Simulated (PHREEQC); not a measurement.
# Acid rinse or clean: an equilibrium model

Dissolve 0.001 mol HBr, 0.0002 mol CaCl2 and 0.00014 mol KCl per kg of water at 40 °C. Closed to the air; pH follows from the charge balance.

Model: ion-association model, phreeqc.dat, run in PHREEQC.

Precipitation was switched off in this run.

**Question.** What pH, specific conductance does the model give?

**Answer.** pH 3.02; specific conductance 659 µS/cm.

At this temperature some constants are extrapolated from 25 °C, and those without enthalpy data are left unchanged.
